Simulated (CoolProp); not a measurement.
Saturation properties of R1234ze(Z).

Model: reference Helmholtz-energy equation of state, Akasaka 2019, in CoolProp.

| T (°C) | p (MPa) | liquid density (kg/m³) | vapour density (kg/m³) | liquid cp (kJ/(kg K)) | surface tension (mN/m) |
|---|---|---|---|---|---|
| 62.15 | 0.5476 | 1117 | 26.49 | 1.399 | 8.32 |
| 66.45 | 0.6132 | 1103 | 29.71 | 1.417 | (withheld) |
| 70.75 | 0.6845 | (withheld) | 33.26 | 1.436 | 7.34 |
| 75.05 | 0.7620 | 1075 | 37.16 | 1.456 | 6.86 |
| 79.35 | 0.8459 | 1060 | 41.47 | 1.477 | 6.38 |
| 83.65 | 0.9365 | 1044 | 46.22 | 1.500 | 5.91 |
| 87.95 | 1.034 | 1028 | 51.46 | 1.525 | 5.45 |
| 92.25 | 1.140 | 1012 | 57.25 | 1.553 | 4.99 |
| 96.45 | 1.250 | 995.2 | 63.50 | 1.583 | 4.55 |
| 100.75 | 1.372 | 977.3 | 70.59 | (withheld) | 4.11 |
| 105.05 | 1.502 | 958.5 | 78.49 | 1.658 | 3.68 |

Question: Fill in the missing entries.

Answer: 
- 66.45, surface tension (mN/m): 7.83
- 70.75, liquid density (kg/m³): 1089
- 100.75, liquid cp (kJ/(kg K)): 1.618

It boils at 9.7 °C under 1 atm.

Surface tension comes from a separate correlation (Kondou 2015).
